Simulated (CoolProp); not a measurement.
Properties of dodecamethylcyclohexasiloxane (D6) along the isotherm 620 K (Tc = 645.8 K, pc = 0.9614 MPa, ω = 0.736).

Values from CoolProp's reference Helmholtz-energy equation of state, Colonna 2008. It is a short technical equation, of lower accuracy than the large ones.

```csv
p (MPa),phase,density (kg/m³),cv (kJ/(kg K)),speed of sound (m/s)
0.0076,gas,0.6585,1.938,107.8
0.0173,gas,1.506,1.939,107.2
0.0394,gas,3.470,1.939,106.0
0.0896,gas,8.104,1.940,103.3
0.204,gas,19.71,1.942,96.66
0.464,gas,54.41,1.950,78.66
1.06,liquid,524.0,1.978,145.9
2.4,liquid,573.9,1.978,204.4
```
